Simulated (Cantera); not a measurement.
A closed system holds: 1 mol MgO, 1.5 mol C, 0.25 mol H₂, 0.67 mol CO, equilibrated at 11.0 mbar.

Method: chemical equilibrium by Gibbs-energy minimisation in Cantera with the NASA 1993 tables (ideal gas, pure condensed phases). Candidate condensed phases: C, C₆H₆, C₇H₈, C₈H₁₈, H₂O, Mg, MgCO₃, MgO, Mg(OH)₂; 116 gas species. Equilibrium is a limit: real reactors are often held back by kinetics, nucleation or transport.

Q: Which condensed phases are stable at each of these points (T (K)): 1500, 1600, 1700, 1800, 1900, 2000, 2100, 2200, 2300, 2400, 2500, 2600?

A: 
```tsv
T (K)	condensed phases	Mg condensed (%)
1500	C(graphite) + MgO(s)	99.4
1600	C(graphite) + MgO(s)	77.6
1700	C(graphite)	0.0
1800	C(graphite)	0.0
1900	C(graphite)	0.0
2000	C(graphite)	0.0
2100	C(graphite)	0.0
2200	C(graphite)	0.0
2300	C(graphite)	0.0
2400	C(graphite)	0.0
2500	C(graphite)	0.0
2600	C(graphite)	0.0
```

From 1500 K to 1600 K the condensed part is C(graphite) + MgO(s). From 1700 K to 2600 K the condensed part is C(graphite).
